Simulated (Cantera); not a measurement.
## Low-pressure radical oxidation in H2/O2

A perfectly stirred reactor is fed with H₂ : O₂ = 0.14 : 1 (molar parts), at 0.0330 bar; it is held at 1348 K, and followed from long to short residence time.

Detailed kinetics in Cantera: the H2/O2 subset of GRI-Mech 3.0, which has no nitrogen chemistry. Radical loss at walls, strong at low pressure, is not modelled. The temperature is held fixed by assumption; the heat of reaction is taken as removed at once.

```tsv
τ (s)	x H₂	x O₂	x H	x OH	x H₂O₂	x O	x H₂O
2.0	0.000109	0.868	4.81e-5	0.00145	9.89e-8	0.000949	0.130
0.68	0.000218	0.866	0.000142	0.00208	1.42e-7	0.00195	0.129
0.23	0.000432	0.864	0.000413	0.00297	1.97e-7	0.00397	0.128
0.078	0.000842	0.859	0.00117	0.00420	2.61e-7	0.00791	0.126
0.026	0.00161	0.851	0.00320	0.00586	3.28e-7	0.0153	0.123
0.0088	0.00292	0.837	0.00771	0.00782	3.82e-7	0.0272	0.117
0.0030	0.00497	0.820	0.0151	0.00980	4.17e-7	0.0413	0.109
0.0010	0.00859	0.808	0.0229	0.0116	4.55e-7	0.0508	0.0985
```
x: mole fraction; the columns are a selection and need not sum to one.
